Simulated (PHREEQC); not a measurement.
A solution holds 140 mmol/kgw NH4HS and 0.48 mmol/kgw NaOH, at 76 °C. It is in equilibrium with CO2 at log p = -3.4 (atm). Otherwise closed; pH follows from the charge balance.

The numbers come from PHREEQC with the ion-association model, wateq4f.dat.

Each row changes one thing in this solution. This is a speciation only: nothing precipitates in the calculation.

```json
[
 {"case": "as made", "pH": "7.23", "ionic strength (mol/kgw)": "0.122", "NH4+ (mol/kgw)": "0.121", "NH3 (mol/kgw)": "0.0186", "HCO3- (mol/kgw)": "5.52e-5", "CO2 (mol/kgw)": "5.12e-6", "SI of Nahcolite (NaHCO3)": "-7.67", "SI of Natron (Na2CO3:10H2O)": "-14.56"},
 {"case": "NH4HS replaced by NH4HF2 at the same molality", "pH": "3.48", "ionic strength (mol/kgw)": "0.141", "NH4+ (mol/kgw)": "0.140", "NH3 (mol/kgw)": "…", "HCO3- (mol/kgw)": "1.01e-8", "CO2 (mol/kgw)": "5.10e-6", "SI of Nahcolite (NaHCO3)": "-11.43", "SI of Natron (Na2CO3:10H2O)": "-22.09"},
 {"case": "NaOH from 0.00048 to 0.0024 mol/kgw", "pH": "7.25", "ionic strength (mol/kgw)": "0.123", "NH4+ (mol/kgw)": "0.120", "NH3 (mol/kgw)": "0.0195", "HCO3- (mol/kgw)": "5.87e-5", "CO2 (mol/kgw)": "5.12e-6", "SI of Nahcolite (NaHCO3)": "-6.95", "SI of Natron (Na2CO3:10H2O)": "…"},
 {"case": "diluted 10-fold with water", "pH": "7.23", "ionic strength (mol/kgw)": "0.0119", "NH4+ (mol/kgw)": "0.0118", "NH3 (mol/kgw)": "0.00216", "HCO3- (mol/kgw)": "4.79e-5", "CO2 (mol/kgw)": "5.25e-6", "SI of Nahcolite (NaHCO3)": "-8.59", "SI of Natron (Na2CO3:10H2O)": "-16.38"},
 {"case": "temperature from 76 to 25 °C", "pH": "8.06", "ionic strength (mol/kgw)": "0.134", "NH4+ (mol/kgw)": "0.133", "NH3 (mol/kgw)": "0.00673", "HCO3- (mol/kgw)": "0.000902", "CO2 (mol/kgw)": "1.31e-5", "SI of Nahcolite (NaHCO3)": "-6.04", "SI of Natron (Na2CO3:10H2O)": "-11.00"},
 {"case": "temperature from 76 to 50 °C", "pH": "…", "ionic strength (mol/kgw)": "0.129", "NH4+ (mol/kgw)": "0.129", "NH3 (mol/kgw)": "0.0113", "HCO3- (mol/kgw)": "0.000210", "CO2 (mol/kgw)": "7.52e-6", "SI of Nahcolite (NaHCO3)": "…", "SI of Natron (Na2CO3:10H2O)": "-12.84"},
 {"case": "0.0038 mol/kgw NaHCO3 added", "pH": "7.28", "ionic strength (mol/kgw)": "0.124", "NH4+ (mol/kgw)": "0.119", "NH3 (mol/kgw)": "0.0205", "HCO3- (mol/kgw)": "6.22e-5", "CO2 (mol/kgw)": "5.12e-6", "SI of Nahcolite (NaHCO3)": "-6.67", "SI of Natron (Na2CO3:10H2O)": "-12.56"},
 {"case": "NH4HS from 0.14 to 0.154 mol/kgw", "pH": "…", "ionic strength (mol/kgw)": "0.134", "NH4+ (mol/kgw)": "0.134", "NH3 (mol/kgw)": "0.0202", "HCO3- (mol/kgw)": "5.54e-5", "CO2 (mol/kgw)": "5.10e-6", "SI of Nahcolite (NaHCO3)": "-7.68", "SI of Natron (Na2CO3:10H2O)": "-14.57"}
]
```

Problem. Fill in the missing entries.

Solution. 
- NH4HS replaced by NH4HF2 at the same molality, NH3 (mol/kgw): 3.83e-6
- NaOH from 0.00048 to 0.0024 mol/kgw, SI of Natron (Na2CO3:10H2O): -13.11
- temperature from 76 to 50 °C, pH: 7.61
- temperature from 76 to 50 °C, SI of Nahcolite (NaHCO3): -6.90
- NH4HS from 0.14 to 0.154 mol/kgw, pH: 7.22

Away from 25 °C the constants follow the database's enthalpies or fits; those with neither stay at their 25 °C values. The polysulfide entries of wateq4f.dat were taken out for this run.
